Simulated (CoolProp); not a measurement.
Vapour-liquid equilibrium of R143a (1) + R152A (2) at 0.593 bar; x and y are mole fractions of (1).

Computed with CoolProp (multi-fluid Helmholtz-energy mixture model, Lemmon and Jacobsen 2000 and Outcalt 1996; pair parameters Bell 2016).

Q: Give the bubble temperature and the first vapour's composition at x = 0.35, 0.45, 0.75. Is there an azeotrope?

A: x = 0.35: -47.8 °C, y = 0.641; x = 0.45: -49.9 °C, y = 0.722; x = 0.75: -54.8 °C, y = 0.894. No azeotrope shows between x = 0.05 and 0.95.

The pair parameters rest on a limited set of measurements; away from them the model extrapolates.
